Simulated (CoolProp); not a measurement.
A simple Rankine cycle with tetrahydrofuran: condensing at 307.15 K, boiler at 3.8 MPa, turbine inlet 521 K, turbine efficiency 0.8, pump efficiency 0.7, no recuperator. Each further row changes one setting.

Values from CoolProp's reference Helmholtz-energy equation of state, Fiedler 2023.

```
case                             thermal efficiency (%)  net work (kJ/kg)  heat in (kJ/kg)  turbine exit temperature (K)  volume ratio over the turbine
-------------------------------  ----------------------  ----------------  ---------------  ----------------------------  -----------------------------
as stated                                          23.5               159              677                         370.6                            [?]
turbine inlet 541 K                                23.8               174              731                           [?]                            [?]
condensing temperature 299.15 K                     [?]               [?]              691                         362.8                            195
boiler pressure 2.66 MPa                            [?]               [?]              716                         395.3                           83.0
turbine efficiency 0.7                             20.5               139              677                         385.4                            148
```

Task: Complete the blanks.

Result: 
- as stated, volume ratio over the turbine: 142
- turbine inlet 541 K, turbine exit temperature (K): 398.3
- turbine inlet 541 K, volume ratio over the turbine: 129
- condensing temperature 299.15 K, thermal efficiency (%): 24.6
- condensing temperature 299.15 K, net work (kJ/kg): 170
- boiler pressure 2.66 MPa, thermal efficiency (%): 22.7
- boiler pressure 2.66 MPa, net work (kJ/kg): 163
